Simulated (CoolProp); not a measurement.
Saturation properties of cis-2-butene (Tc = 435.8 K, pc = 4.236 MPa, ω = 0.202).

Computed with CoolProp (reference Helmholtz-energy equation of state, Lemmon 2005). It is a short technical equation, of lower accuracy than the large ones.

```tsv
T (K)	p (MPa)	liquid density (kg/m³)	vapour density (kg/m³)	enthalpy of vaporisation (kJ/kg)	surface tension (mN/m)
344.2	0.7578	555.7	17.65	336.7	8.45
348.7	0.8412	549.2	19.61	330.2	7.93
353.2	0.9312	542.5	21.75	323.5	7.43
357.7	1.028	535.6	24.09	316.6	6.93
362.2	1.132	528.5	26.65	309.4	6.43
366.8	1.247	521.0	29.52	301.7	5.93
371.3	1.366	513.4	32.60	293.8	5.46
375.8	1.495	505.6	35.97	285.6	4.99
380.3	1.631	497.4	39.68	276.9	4.52
384.8	1.777	488.8	43.78	267.8	4.07
389.3	1.933	479.9	48.32	258.2	3.63
393.9	2.102	470.2	53.48	247.7	3.19
398.4	2.278	460.2	59.15	236.7	2.76
402.9	2.465	449.5	65.55	224.8	2.36
407.4	2.664	438.0	72.85	211.9	1.96
```

It boils at 276.9 K under 1 atm.

Surface tension comes from a separate correlation (Mulero 2014).
